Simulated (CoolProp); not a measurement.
Vapour-liquid equilibrium of R125 (1) + R1234yf (2) at 484 kPa; x and y are mole fractions of (1).

The numbers come from the multi-fluid Helmholtz-energy mixture model, Lemmon 2005 and Lemmon 2022; pair parameters Bell 2023 in CoolProp.

Give the bubble temperature and the first vapour's composition at x = 0.35, 0.65, 0.95. Is there an azeotrope?

x = 0.35: 3.2 °C, y = 0.504; x = 0.65: -3.5 °C, y = 0.780; x = 0.95: -9.1 °C, y = 0.973. No azeotrope shows between x = 0.05 and 0.95.

The pair parameters rest on a limited set of measurements; away from them the model extrapolates.
